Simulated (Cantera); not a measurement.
An adiabatic, constant-pressure homogeneous reactor starts with CH4 : O2 : N2 = 1 : 6.06 : 22.8 (molar parts), equivalence ratio 0.33, at 1798 K and 10.0 bar. Integrator tolerance rtol = 1e-08.

Computed with Cantera and GRI-Mech 3.0 (53 species, 325 reactions).

**Question.** What does this change do: 1.8 parts H2O added?

**Answer.** 
```
quantity                                                              before                                      after
---------------------------------  -----------------------------------------  -----------------------------------------
time of steepest temperature rise                                    15.1 µs                                    14.5 µs
temperature at 9.00 s                                                 2433 K                                     2386 K
equilibrium temperature                                               2433 K                                     2386 K
x(CH4) at 9.00 s                       <1e-12 (gas-phase equilibrium <1e-12)      <1e-12 (gas-phase equilibrium <1e-12)
x(O2) at 9.00 s                          0.127 (gas-phase equilibrium 0.127)        0.120 (gas-phase equilibrium 0.120)
x(CH2O) at 9.00 s                      <1e-12 (gas-phase equilibrium <1e-12)      <1e-12 (gas-phase equilibrium <1e-12)
x(H2) at 9.00 s                    0.000244 (gas-phase equilibrium 0.000244)  0.000357 (gas-phase equilibrium 0.000357)
x(CH2CO) at 9.00 s                     <1e-12 (gas-phase equilibrium <1e-12)      <1e-12 (gas-phase equilibrium <1e-12)
x(H) at 9.00 s                       9.23e-5 (gas-phase equilibrium 9.23e-5)    8.94e-5 (gas-phase equilibrium 8.94e-5)
```
